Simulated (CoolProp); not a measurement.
Normal hydrogen along the isobar 0.585 MPa: fugacity coefficient from the reference equation and from simpler models built on Tc = 33.1 K, pc = 1.296 MPa, ω = -0.219; each cubic takes its own stable root.

Computed with CoolProp (reference Helmholtz-energy equation of state, Leachman 2009).

```csv
T (K),phase,reference
19.9,liquid,0.1508
27.1,liquid,0.6722
34.3,gas,0.8685
41.5,gas,0.9217
48.7,gas,0.9507
55.9,gas,0.9679
63,gas,0.9786
70.2,gas,0.9859
77.4,gas,0.9908
84.6,gas,0.9943
```

Question: How far does each simpler model (Soave-Redlich-Kwong, Peng-Robinson) lie from the reference over these 10 states: mean and median of the absolute difference, and the worst?

Answer: 
- Soave-Redlich-Kwong: mean 1.2 %, median 0.7 %, worst -5.6 % at 19.9 K and 0.585 MPa
- Peng-Robinson: mean 1.5 %, median 1.4 %, worst -2.4 % at 34.3 K and 0.585 MPa
